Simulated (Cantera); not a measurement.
Feed: 1 mol PbO, 0.59 mol C, 2.9 mol N2, held at 2373.15 K and 34.0 Pa.

Method: chemical equilibrium by Gibbs-energy minimisation in Cantera with the NASA 1993 tables (ideal gas, pure condensed phases). Candidate condensed phases: C, Pb, PbO, PbO2, Pb3O4; 27 gas species. The numbers say what is thermodynamically allowed, not how fast it happens.

Base state: N2 0.607, Pb 0.208, CO 0.111, O 0.0443, CO2 0.0123, O2 0.0118, NO 0.00379, PbO 0.00193 (mole fractions); condensed: gas only.

Question: What changes in the equilibrium state with this change: temperature from 2373.15 K to 1223.15 K?

Answer: 
| species | before | after |
|---|---|---|
| N2 | 0.607 | 0.646 |
| Pb | 0.208 | 0.223 |
| CO2 | 0.0123 | 0.0913 |
| CO | 0.111 | 0.0401 |
| O | 0.0443 | <1e-9 |
| O2 | 0.0118 | <1e-9 |
| NO | 0.00379 | 1.69e-9 |
| PbO | 0.00193 | 3.02e-5 |
